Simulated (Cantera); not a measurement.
Mixture: CH3OH : O2 : N2 = 1 : 0.833 : 5.75 (molar parts), equivalence ratio 1.8, at 30.0 bar, adiabatic and at constant volume. Ignition delay is the time to a rise of 400 K.

Cantera simulation using GRI-Mech 3.0 (53 species, 325 reactions); the numbers are that mechanism's predictions, not measurements. GRI-Mech 3.0 was tuned for natural gas; its chemistry of methanol as a main component is partial and can be far from experiment. The pressure lies above the range GRI-Mech 3.0 was tuned for (to about 10 atm).

Predict: delay at 1073 K; delay at 1223 K; delay at 1373 K; delay at 1523 K; delay at 1673 K; apparent activation energy between 1598 and 1748 K.


```json
{
 "delay at 1073 K": "7.92 ms",
 "delay at 1223 K": "0.474 ms",
 "delay at 1373 K": "54.1 µs",
 "delay at 1523 K": "10.2 µs",
 "delay at 1673 K": "2.78 µs",
 "apparent activation energy between 1598 and 1748 K": "180 kJ/mol"
}
```
